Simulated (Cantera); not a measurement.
Feed: 1 mol Si, 0.025 mol CO2, 1.6 mol N2, held at 1650 °C and 2.60 bar.

Equilibrium computed with Cantera from the NASA thermochemical tables; the gas is ideal and each condensed phase is pure. Candidate condensed phases: C, Si, SiC, SiO2, Si2N2O, Si3N4; 34 gas species. Mutual solubility and eutectic melting of coexisting phases are not modelled. Rates play no part.

Base state: N2 0.992, CO 0.00746, SiO 0.000218 (mole fractions); condensed: SiC(s) + Si2N2O(s) + Si3N4(s).

### Question
What changes in the equilibrium state with this change: pressure from 2.60 bar to 0.0133 bar?

### Answer
```
species           before    after
--------------  --------  -------
N2                 0.992    0.968
SiO             0.000218   0.0249
CO               0.00746  0.00536
Si2                <1e-9  1.09e-5
Si               5.18e-7  0.00127
Si2C             1.01e-8  2.49e-5
Si2N             2.93e-8  6.45e-5
SiN              2.62e-7  4.56e-5
SiC(s), mol       0.0178   0.0161
Si2N2O(s), mol    0.0426        0
Si3N4(s), mol      0.299        0
Si(l), mol             0    0.940
```
The tables' values for SiN are old estimates; treat these amounts as uncertain.
